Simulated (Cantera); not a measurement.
A perfectly stirred reactor is fed with N2O : H2O = 1 : 0.14 (molar parts), at 0.210 bar; it is held at 1600 K, and followed from long to short residence time.

Computed with Cantera and GRI-Mech 3.0 (53 species, 325 reactions). GRI-Mech 3.0 was tuned for natural gas; its chemistry of N2O as a main component is partial and can be far from experiment. The temperature is held fixed by assumption; the heat of reaction is taken as removed at once.

```
quantity                before    after
---------------------  -------  -------
x(N2O) at τ = 1.80 s   0.00869  0.00249
x(H2O) at τ = 1.80 s    0.0854   0.0853
x(N2) at τ = 1.80 s      0.567    0.593
x(HO2) at τ = 1.80 s   5.09e-7  7.82e-7
x(H) at τ = 1.80 s     1.61e-6  2.40e-7
x(N2O) at τ = 62.0 ms    0.158   0.0518
x(H2O) at τ = 62.0 ms   0.0917   0.0873
x(N2) at τ = 62.0 ms     0.453    0.536
x(HO2) at τ = 62.0 ms  2.64e-6  2.18e-6
x(H) at τ = 62.0 ms    3.27e-6  1.34e-6
```

### Question
Which change was made?
A. temperature 1600 to 1325 K
B. H2O 0.14 to 0.71 parts
C. temperature 1600 to 1450 K
D. pressure from 0.210 bar to 1.00 bar

### Answer
D, pressure from 0.210 bar to 1.00 bar
